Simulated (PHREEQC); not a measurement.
Metal-bearing waste water: an equilibrium model

A solution holds 0.0024 mol MnSO4, 0.16 mol CaCl2 and 0.0061 mol NaF per kg of water, at 25 °C and 500 atm. Closed to the air; pH follows from the charge balance.

All values are PHREEQC results (ion-association model with the Debye-Hückel limiting law, phreeqc.dat), not measurements.

```json
{
 "pH": "7.06",
 "ionic_strength": "0.495 mol/kgw",
 "activity_of_water": "0.992"
}
```

| species | molality | activity | log γ |
|---|---|---|---|
| Cl- | 0.320 | 0.143 | -0.351 |
| Ca+2 | 0.160 | 0.00633 | -1.402 |
| Na+ | 0.00609 | 0.00272 | -0.351 |
| F- | 0.00609 | 0.00272 | -0.351 |
| SO4-2 | 0.00231 | 9.14e-5 | -1.402 |
| Mn+2 | 0.00226 | 8.96e-5 | -1.402 |
| MnCl+ | 0.000132 | 5.88e-5 | -0.351 |

No solid was allowed to form. Examples of supersaturated solids here: Fluorite. Others may be too. Under pressure, the constants of complexes without a molar volume in the database are unreliable.
